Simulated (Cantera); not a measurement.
## Adiabatic ignition

An adiabatic, constant-volume homogeneous reactor starts with H2 : O2 : N2 = 1 : 1.47 : 5.53 (molar parts), equivalence ratio 0.34, at 1223 K and 880000 Pa.

Detailed kinetics in Cantera: GRI-Mech 3.0 (53 species, 325 reactions). The hydrogen kinetics of GRI-Mech 3.0 are dated; newer H2 mechanisms differ, most at raised pressure.

```json
[
 {"t (s)": "7.00e-6", "T (K)": "1223", "P (bar)": "8.80", "x H2": "0.125", "x O2": "0.184", "x H": "6.16e-7", "x H2O": "6.81e-6", "x NO": "<1e-12", "x HO2": "6.14e-6", "x N2O": "1.04e-11"},
 {"t (s)": "2.62e-5", "T (K)": "2309", "P (bar)": "15.6", "x H2": "0.000222", "x O2": "0.128", "x H": "4.14e-5", "x H2O": "0.131", "x NO": "2.68e-5", "x HO2": "1.34e-5", "x N2O": "3.29e-6"},
 {"t (s)": "9.79e-5", "T (K)": "2310", "P (bar)": "15.6", "x H2": "0.000205", "x O2": "0.128", "x H": "3.72e-5", "x H2O": "0.131", "x NO": "6.59e-5", "x HO2": "1.31e-5", "x N2O": "2.44e-6"},
 {"t (s)": "0.000366", "T (K)": "2309", "P (bar)": "15.6", "x H2": "0.000204", "x O2": "0.128", "x H": "3.71e-5", "x H2O": "0.131", "x NO": "0.000210", "x HO2": "1.31e-5", "x N2O": "2.43e-6"},
 {"t (s)": "0.00137", "T (K)": "2308", "P (bar)": "15.6", "x H2": "0.000203", "x O2": "0.128", "x H": "3.67e-5", "x H2O": "0.131", "x NO": "0.000738", "x HO2": "1.30e-5", "x N2O": "2.43e-6"},
 {"t (s)": "0.00512", "T (K)": "2303", "P (bar)": "15.6", "x H2": "0.000198", "x O2": "0.127", "x H": "3.54e-5", "x H2O": "0.131", "x NO": "0.00253", "x HO2": "1.28e-5", "x N2O": "2.40e-6"},
 {"t (s)": "0.0191", "T (K)": "2291", "P (bar)": "15.5", "x H2": "0.000188", "x O2": "0.125", "x H": "3.24e-5", "x H2O": "0.131", "x NO": "0.00697", "x HO2": "1.22e-5", "x N2O": "2.35e-6"},
 {"t (s)": "0.0715", "T (K)": "2281", "P (bar)": "15.4", "x H2": "0.000178", "x O2": "0.123", "x H": "3.00e-5", "x H2O": "0.131", "x NO": "0.0108", "x HO2": "1.16e-5", "x N2O": "2.33e-6"},
 {"t (s)": "0.267", "T (K)": "2280", "P (bar)": "15.4", "x H2": "0.000178", "x O2": "0.123", "x H": "2.98e-5", "x H2O": "0.131", "x NO": "0.0111", "x HO2": "1.16e-5", "x N2O": "2.33e-6"},
 {"t (s)": "1.00", "T (K)": "2280", "P (bar)": "15.4", "x H2": "0.000178", "x O2": "0.123", "x H": "2.98e-5", "x H2O": "0.131", "x NO": "0.0111", "x HO2": "1.16e-5", "x N2O": "2.33e-6"}
]
```
x: mole fraction; the columns are a selection and need not sum to one.

| Property | Result |
|---|---|
| time of steepest temperature rise | 18.4 µs |
| temperature at 1.00 s | 2280 K |
| equilibrium temperature | 2280 K |
| x(H2) at 1.00 s | 0.000178 (gas-phase equilibrium 0.000178) |
| x(O2) at 1.00 s | 0.123 (gas-phase equilibrium 0.123) |
| x(H) at 1.00 s | 2.98e-5 (gas-phase equilibrium 2.98e-5) |
